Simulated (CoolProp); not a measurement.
Values from CoolProp's reference Helmholtz-energy equation of state, Bücker 2006.

### Question
Give the vapour pressure (MPa), liquid density (kg/m³), vapour density (kg/m³), vapour viscosity (µPa s) of saturated n-butane at 18.15, 29.05, 61.45 °C.

### Answer
```json
[
 {"T (°C)": "18.15", "p (MPa)": "0.196", "liquid density (kg/m³)": "581", "vapour density (kg/m³)": "5.02", "vapour viscosity (µPa s)": "7.22"},
 {"T (°C)": "29.05", "p (MPa)": "0.275", "liquid density (kg/m³)": "568", "vapour density (kg/m³)": "6.94", "vapour viscosity (µPa s)": "7.49"},
 {"T (°C)": "61.45", "p (MPa)": "0.661", "liquid density (kg/m³)": "527", "vapour density (kg/m³)": "16.3", "vapour viscosity (µPa s)": "8.42"}
]
```

Viscosity comes from a separate model (Vogel 1999).
